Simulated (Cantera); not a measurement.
Cantera run:

```python
import numpy as np
import cantera as ct

gas_names = """
    CL CLO CL2 H HCL HNO HNO2 HNO3 HOCL HO2 H2 H2O H2O2 N NH NH2 NH3 NH2OH NO NO2 NO3 N2 N2H2 N2H4 N2O O
    OH O2 O3 Sr SrCL SrCL2 SrO SrOH SrO2H2
""".split()
cond_names = """
    H2O(s) H2O(L) NH4CL(a) NH4CL(b) Sr(a) Sr(b) Sr(L) SrCL2(a) SrCL2(b) SrCL2(L) SrO(s) SrO(L) SrO2H2(s)
    SrO2H2(L)
""".split()


def load(file, names, dense=False):
    # The tables refer to 1 bar. Condensed volumes are neglected.
    table = {s.name: s for s in ct.Species.list_from_file(file)}
    out = []
    for n in names:
        d = dict(table[n].input_data)
        d["thermo"] = dict(d["thermo"], **{"reference-pressure": 1e5})
        if dense:
            d["equation-of-state"] = {"model": "constant-volume", "density": "1e6 g/cm^3"}
        out.append(ct.Species.from_dict(d))
    return out


gas = ct.Solution(thermo="ideal-gas", species=load("nasa_gas.yaml", gas_names))
cond = {s.name: ct.Solution(thermo="fixed-stoichiometry", species=[s], name=s.name)
        for s in load("nasa_condensed.yaml", cond_names, dense=True)}
atoms = {
    'SrCl2': {'Sr': 1, 'CL': 2},
    'H2O': {'H': 2, 'O': 1},
    'N2': {'N': 2},
}
top_T = {}  # K; cautious upper limits of use, not melting points


def equilibrate(T, P, feed):
    n = {}
    for name, mol in feed.items():
        for a, k in atoms[name].items():
            n[a] = n.get(a, 0.0) + k * mol
    gas.TPX = T, P, n
    mass = sum(n.values()) * gas.mean_molecular_weight
    gas.equilibrate("TP")
    valid = [c for c in cond.values() if c.min_temp <= T <= top_T.get(c.name, c.max_temp)]
    mix = ct.Mixture([(gas, mass / gas.mean_molecular_weight)] + [(c, 0.0) for c in valid])
    mix.T, mix.P = T, P
    mix.equilibrate("TP", solver="vcs", rtol=1e-11, max_steps=5000)
    return mix


results = []
feed = {'SrCl2': 1, 'H2O': 0.098, 'N2': 220}  # mol
T = 1475  # K
P = 133.322  # Pa
mix = equilibrate(T, P, feed)
results.append((T, P, feed, dict(zip(mix.species_names, mix.species_moles))))
x = sorted(zip(gas.X, gas.species_names), reverse=True)
print(f"T = {T:g} K  P = {P:g} Pa  gas = {mix.phase_moles(0):.4g} mol")
print("   x: " + "  ".join(f"{s} {v:.3e}" for v, s in x if v > 0.0001))
print("   condensed (mol): " + ("  ".join(f"{mix.phase(i).name} {mix.phase_moles(i):.4g}"
      for i in range(1, mix.n_phases) if mix.phase_moles(i) > 1e-12) or "none"))
```

Result:

```
T = 1475 K  P = 133.322 Pa  gas = 221.1 mol
   x: N2 9.950e-01  SrCL2 4.352e-03  HCL 3.172e-04  H2O 2.694e-04
   condensed (mol): SrO(s) 0.03766
```

Cantera equilibrium calculation (NASA polynomials, part measured and part estimated; ideal gas, pure solids and liquids). Condensed phases not in the tables: oxide chlorides.
